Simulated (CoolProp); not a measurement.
Methanol at 298.15 K and 2.26 MPa flows at 0.27 m/s in a round tube of 1 mm bore and 0.25 µm roughness, fully developed (64/Re and Nu = 3.66 if laminar; Colebrook and Gnielinski if turbulent). Each further row changes one setting.

The numbers come from the reference Helmholtz-energy equation of state, de Reuck 1993 in CoolProp.

| case | Reynolds number | Darcy friction factor | pressure drop (Pa/m) | heat-transfer coefficient (W/(m² K)) | mass flow (kg/h) |
|---|---|---|---|---|---|
| as stated | ? | ? | ? | 737 | 0.602 |
| velocity 0.54 m/s | 773 | 0.0828 | ? | 737 | 1.20 |
| diameter 2 mm | 773 | 0.0828 | ? | ? | ? |

Task: What belongs in the gaps?

Result: 
- as stated, Reynolds number: 386
- as stated, Darcy friction factor: 0.166
- as stated, pressure drop (Pa/m): 4760
- velocity 0.54 m/s, pressure drop (Pa/m): 9520
- diameter 2 mm, pressure drop (Pa/m): 1190
- diameter 2 mm, heat-transfer coefficient (W/(m² K)): 368
- diameter 2 mm, mass flow (kg/h): 2.41

Viscosity comes from a separate model (Xiang 2006). Thermal conductivity comes from a separate model (Sykioti 2013).
